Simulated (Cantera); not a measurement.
A closed system holds: 1 mol SiH2Cl2, 11 mol NO, a varied amount of H2, equilibrated at 2073 K and 1000 Pa.

Method: chemical equilibrium by Gibbs-energy minimisation in Cantera with the NASA 1993 tables (ideal gas, pure condensed phases). Candidate condensed phases: H2O, NH4Cl, Si, SiO2, Si2N2O, Si3N4; 47 gas species. The tables hold silica as quartz up to 1696 K and as liquid above; real silica turns to tridymite and cristobalite and melts near 1996 K. Rates play no part.

Task: Which condensed phases are stable at each of these points (n(H2) (mol)): 1.5, 3.8, 6, 8.3, 11, 13, 15, 17, 20, 22, 24, 26?

Result: 
| n(H2) (mol) | condensed phases | Si condensed (%) |
|---|---|---|
| 1.5 | SiO2(l) | 99.6 |
| 3.8 | SiO2(l) | 99.5 |
| 6 | SiO2(l) | 99.3 |
| 8.3 | SiO2(l) | 98.7 |
| 11 | SiO2(l) | 91.0 |
| 13 | SiO2(l) | 81.1 |
| 15 | SiO2(l) | 69.6 |
| 17 | SiO2(l) | 56.6 |
| 20 | SiO2(l) | 34.7 |
| 22 | SiO2(l) | 18.6 |
| 24 | SiO2(l) | 1.4 |
| 26 | gas only | 0.0 |

From 1.5 mol H2 to 24 mol H2 the condensed part is SiO2(l). At 26 mol H2 nothing is condensed.
